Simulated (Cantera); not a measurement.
An isothermal, constant-pressure homogeneous reactor starts with 1.43 % CO, 1.16 % O₂, 8.29 % H₂O, 89.1 % N₂, at 850 K and 4280 Torr.

Cantera simulation using GRI-Mech 3.0 (53 species, 325 reactions); the numbers are that mechanism's predictions, not measurements.

x: mole fraction; the columns are a selection and need not sum to one.

```csv
t (s),x CO,x O₂,x H₂O,x CO₂,x O,x NO,x HO₂
2.00e-6,0.0143,0.0116,0.0829,<1e-12,<1e-12,<1e-12,<1e-12
9.28e-6,0.0143,0.0116,0.0829,<1e-12,<1e-12,<1e-12,<1e-12
4.31e-5,0.0143,0.0116,0.0829,<1e-12,<1e-12,<1e-12,<1e-12
0.000200,0.0143,0.0116,0.0829,5.82e-12,1.82e-12,<1e-12,1.51e-12
0.000928,0.0143,0.0116,0.0829,3.79e-11,2.39e-12,<1e-12,1.32e-11
0.00431,0.0143,0.0116,0.0829,2.26e-10,2.41e-12,<1e-12,7.06e-11
0.0200,0.0143,0.0116,0.0829,1.88e-9,2.49e-12,<1e-12,3.42e-10
0.0928,0.0143,0.0116,0.0829,2.71e-8,2.86e-12,<1e-12,___
0.431,0.0143,0.0116,0.0829,6.33e-7,5.30e-12,<1e-12,___
2.00,0.0142,0.0116,0.0829,2.49e-5,3.02e-11,<1e-12,___
9.28,0.0135,0.0112,0.0829,0.000728,1.38e-10,<1e-12,4.24e-7
43.1,0.00904,0.00899,0.0831,0.00526,1.27e-10,<1e-12,4.40e-7
200,0.00217,0.00557,0.0834,0.0122,3.01e-11,<1e-12,___
```

Question: Fill in the missing entries.

Answer: 
- 0.0928, x HO₂: 1.71e-9
- 0.431, x HO₂: 1.07e-8
- 2.00, x HO₂: 9.82e-8
- 200, x HO₂: 2.14e-7
